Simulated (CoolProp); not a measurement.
Vapour-liquid equilibrium of ethanol (1) + hexamethyldisiloxane (MM) (2) at 426.7 K; x and y are mole fractions of (1).

Computed with CoolProp (multi-fluid Helmholtz-energy mixture model, Schroeder 2014 and Thol 2016; pair parameters Bell 2016).

```csv
x,"bubble pressure, mixture model (MPa)","bubble pressure, Raoult's law (MPa)","y, mixture model","y, Raoult's law"
0.05,…,0.4131,0.210,0.130
0.15,…,0.4827,0.421,0.334
0.25,…,0.5523,…,0.486
0.35,0.8129,0.6219,0.601,0.605
0.45,…,0.6915,0.658,0.699
0.55,0.9262,0.7611,…,0.776
0.65,0.9697,0.8307,0.761,0.841
0.75,…,0.9003,0.818,0.895
0.85,1.039,0.9699,…,0.941
0.95,1.064,1.039,0.958,0.982
```

Some entries are withheld; supply them.


- 0.05, bubble pressure, mixture model (MPa): 0.4767
- 0.15, bubble pressure, mixture model (MPa): 0.6270
- 0.25, bubble pressure, mixture model (MPa): 0.7337
- 0.25, y, mixture model: 0.529
- 0.45, bubble pressure, mixture model (MPa): 0.8751
- 0.55, y, mixture model: 0.710
- 0.75, bubble pressure, mixture model (MPa): 1.007
- 0.85, y, mixture model: 0.882

The largest gap from Raoult's law is +32.8 % in bubble pressure, at x = 0.25. No azeotrope shows between x = 0.05 and 0.95.

The pair parameters rest on a limited set of measurements; away from them the model extrapolates.
